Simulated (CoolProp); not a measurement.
A single-stage vapour-compression cycle with R22: evaporating at 266.15 K (dew point), condensing at 307.15 K (bubble point), superheat 2 K, subcooling 5 K, compressor efficiency 0.6, no pressure losses. Each further row changes one setting.

Computed with CoolProp (reference Helmholtz-energy equation of state, Kamei 1995).

```json
[
 {"case": "as stated", "cooling COP": "3.31", "pressure ratio": "3.35", "discharge temperature (K)": "353.2", "refrigerating effect (kJ/kg)": "168", "volumetric capacity (kJ/m³)": "2820"},
 {"case": "evaporating temperature 271.15 K", "cooling COP": "(withheld)", "pressure ratio": "2.83", "discharge temperature (K)": "(withheld)", "refrigerating effect (kJ/kg)": "(withheld)", "volumetric capacity (kJ/m³)": "3360"},
 {"case": "condensing temperature 302.15 K", "cooling COP": "3.87", "pressure ratio": "2.95", "discharge temperature (K)": "343.8", "refrigerating effect (kJ/kg)": "175", "volumetric capacity (kJ/m³)": "2930"},
 {"case": "subcooling 10 K", "cooling COP": "3.44", "pressure ratio": "3.35", "discharge temperature (K)": "353.2", "refrigerating effect (kJ/kg)": "175", "volumetric capacity (kJ/m³)": "2930"},
 {"case": "superheat 12 K", "cooling COP": "(withheld)", "pressure ratio": "3.35", "discharge temperature (K)": "365.0", "refrigerating effect (kJ/kg)": "176", "volumetric capacity (kJ/m³)": "2800"},
 {"case": "compressor efficiency 0.5", "cooling COP": "(withheld)", "pressure ratio": "3.35", "discharge temperature (K)": "365.6", "refrigerating effect (kJ/kg)": "168", "volumetric capacity (kJ/m³)": "2820"}
]
```

Problem. Fill in the missing entries.

Solution. 
- evaporating temperature 271.15 K, cooling COP: 3.92
- evaporating temperature 271.15 K, discharge temperature (K): 346.6
- evaporating temperature 271.15 K, refrigerating effect (kJ/kg): 170
- superheat 12 K, cooling COP: 3.28
- compressor efficiency 0.5, cooling COP: 2.76
